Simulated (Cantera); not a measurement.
Feed: 1 mol CO, 0.18 mol NH3, 0.52 mol N2, 4.5 mol CO2, at 1498.15 K and 0.130 bar.

Cantera equilibrium calculation (NASA polynomials, part measured and part estimated; ideal gas, pure solids and liquids). Kinetics and transport are ignored.

```
species   before   after
-------  -------  ------
CO2        0.667   0.546
CO         0.195   0.235
N2        0.0956   0.110
H2O       0.0380  0.0931
H2       0.00430  0.0155
```
Gas species are given as mole fractions.

Question: Which change was made?
A) temperature from 1498.15 K to 2400 K
B) temperature from 1498.15 K to 2175 K
C) NH3 from 0.18 to 0.51 mol
D) CO replaced by C2H6

Answer: C, NH3 from 0.18 to 0.51 mol
